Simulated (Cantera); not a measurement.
What does this Cantera script print?

```python
import numpy as np
import cantera as ct

gas_names = """
    C CH CH2 CH3 CH2OH CH3O CH4 CH3OH CO CO2 COOH C2 C2H CHCO,ketyl C2H2,acetylene C2H2,vinylidene
    CH2CO,ketene C2H3,vinyl CH3CO,acetyl C2H4 C2H4O,ethylen CH3CHO,ethanal CH3COOH (HCOOH)2 C2H5 C2H6
    CH3OCH3 C2H5OH C2O C3 C3H3,propargyl C3H4,allene C3H4,propyne C3H4,cyclo- C3H5,allyl C3H6,propylene
    C3H6,cyclo- C3H6O C3H7,n-propyl C3H7,i-propyl C3H8 C3H8O,1propanol C3H8O,2propanol C3O2 C4 C4H2
    C4H4,1,3-cyclo- C4H6,butadiene C4H6,2-butyne C4H6,cyclo- C4H8,1-butene C4H8,cis2-buten
    C4H8,tr2-butene C4H8,isobutene C4H8,cyclo- (CH3COOH)2 C4H9,n-butyl C4H9,i-butyl C4H9,s-butyl
    C4H9,t-butyl C4H10,isobutane C4H10,n-butane C5 C5H6,1,3cyclo- C5H8,cyclo- C5H10,1-pentene
    C5H10,cyclo- C5H11,pentyl C5H11,t-pentyl C5H12,n-pentane C5H12,i-pentane CH3C(CH3)2CH3 C6H2
    C6H5,phenyl C6H5O,phenoxy C6H6 C6H5OH,phenol C6H10,cyclo- C6H12,1-hexene C6H12,cyclo- C6H13,n-hexyl
    C7H7,benzyl C7H8 C7H8O,cresol C7H14,1-heptene C7H15,n-heptyl C7H16,n-heptane C8H8,styrene
    C8H10,ethylbenz C8H16,1-octene C8H17,n-octyl C8H18,isooctane C8H18,n-octane C9H19,n-nonyl
    C10H8,naphthale C10H21,n-decyl C12H9,o-bipheny C12H10,bipheny H HCO HO2 H2 HCHO,formaldehy HCOOH H2O
    H2O2 O OH O2 O3 Si SiC SiC2 SiC4H12 SiH SiH2 SiH3 SiH4 SiO SiO2 Si2 Si2C Si3
""".split()
cond_names = """
    C(gr) C6H6(L) C7H8(L) C8H18(L),n-octa H2O(s) H2O(L) Si(cr) Si(L) SiC(b) SiO2(Lqz) SiO2(hqz) SiO2(L)
""".split()


def load(file, names, dense=False):
    # The tables refer to 1 bar. Condensed volumes are neglected.
    table = {s.name: s for s in ct.Species.list_from_file(file)}
    out = []
    for n in names:
        d = dict(table[n].input_data)
        d["thermo"] = dict(d["thermo"], **{"reference-pressure": 1e5})
        if dense:
            d["equation-of-state"] = {"model": "constant-volume", "density": "1e6 g/cm^3"}
        out.append(ct.Species.from_dict(d))
    return out


gas = ct.Solution(thermo="ideal-gas", species=load("nasa_gas.yaml", gas_names))
cond = {s.name: ct.Solution(thermo="fixed-stoichiometry", species=[s], name=s.name)
        for s in load("nasa_condensed.yaml", cond_names, dense=True)}
atoms = {
    'SiC': {'Si': 1, 'C': 1},
    'CO2': {'C': 1, 'O': 2},
    'H2': {'H': 2},
}
top_T = {'C(gr)': 4500, 'SiC(b)': 3050}  # K; cautious upper limits of use, not melting points


def equilibrate(T, P, feed):
    n = {}
    for name, mol in feed.items():
        for a, k in atoms[name].items():
            n[a] = n.get(a, 0.0) + k * mol
    gas.TPX = T, P, n
    mass = sum(n.values()) * gas.mean_molecular_weight
    gas.equilibrate("TP")
    valid = [c for c in cond.values() if c.min_temp <= T <= top_T.get(c.name, c.max_temp)]
    mix = ct.Mixture([(gas, mass / gas.mean_molecular_weight)] + [(c, 0.0) for c in valid])
    mix.T, mix.P = T, P
    mix.equilibrate("TP", solver="gibbs", rtol=1e-10, max_steps=50000)
    return mix


results = []
feed = {'SiC': 1, 'CO2': 0.77, 'H2': 160}  # mol
P = 400  # Pa
for T in [900, 925, 950, 975, 1000, 1025, 1050, 1075, 1100, 1125, 1150, 1175]:
    mix = equilibrate(T, P, feed)
    results.append((T, P, feed, dict(zip(mix.species_names, mix.species_moles))))

top = {s: max(r[3][s] / sum(r[3][g] for g in gas_names) for r in results) for s in gas_names}
cols = sorted((s for s in top if top[s] > 0.0001), key=lambda s: -top[s])[:7]
seen = [c for c in cond_names if any(r[3].get(c, 0) > 1e-12 for r in results)]
print("log10 of partial pressures in bar; condensed amounts in mol")
print(f"{'T/K':>10s}" + "".join(f"{s[:9]:>10s}" for s in cols + seen))
for T, P, feed, n in results:
    ng = sum(n[g] for g in gas_names)
    print(f"{T:10.4g}" + "".join(f"{np.log10(max(n[s] / ng * P / 1e5, 1e-99)):10.3f}" for s in cols)
          + "".join(f"{n.get(c, 0):10.4g}" for c in seen))
```

It prints:

```
log10 of partial pressures in bar; condensed amounts in mol
       T/K        H2        CO       CH4     C(gr)    SiC(b) SiO2(hqz)
       900    -2.398    -8.672    -5.303     1.341      0.23      0.77
       925    -2.398    -8.193    -5.441     1.395    0.2301    0.7699
       950    -2.398    -7.740    -5.572     1.432    0.2304    0.7696
       975    -2.398    -7.311    -5.697     1.457     0.231     0.769
      1000    -2.398    -6.904    -5.816     1.471    0.2325    0.7675
      1025    -2.398    -6.516    -5.930     1.475    0.2361    0.7639
      1050    -2.398    -6.148    -6.038     1.461    0.2442    0.7558
      1075    -2.398    -5.797    -6.142     1.415     0.262     0.738
      1100    -2.398    -5.462    -6.242      1.31    0.2991    0.7008
      1125    -2.399    -5.142    -6.337     1.088    0.3745    0.6254
      1150    -2.400    -4.836    -6.430    0.6472    0.5226    0.4772
      1175    -2.401    -4.597    -6.554         0    0.7395    0.2601
```

Equilibrium computed with Cantera from the NASA thermochemical tables; the gas is ideal and each condensed phase is pure. Mutual solubility and eutectic melting of coexisting phases are not modelled. The tables hold silica as quartz up to 1696 K and as liquid above; real silica turns to tridymite and cristobalite and melts near 1996 K.
